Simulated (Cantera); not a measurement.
A freely propagating, adiabatic, planar premixed flame of H₂ : O₂ : N₂ = 1 : 0.455 : 1.71 (molar parts), equivalence ratio 1.1, unburnt at 625 K and 200000 Pa; mixture-averaged transport, grid criteria slope 0.08 and curve 0.16, no radiation.

Detailed kinetics in Cantera: the H2/O2 subset of GRI-Mech 3.0, which has no nitrogen chemistry. Burning velocities carry a grid error of a few per cent, more on coarse grids.

**Question.** Predict: laminar burning velocity; thermal thickness; peak x(HO₂); peak x(H₂O₂); peak x(O); peak x(OH).

**Answer.** 
| Item | Value |
|---|---|
| laminar burning velocity | 874 cm/s |
| thermal thickness | 0.196 mm |
| peak x(HO₂) | 0.000474 |
| peak x(H₂O₂) | 2.48e-5 |
| peak x(O) | 0.0115 |
| peak x(OH) | 0.0186 |
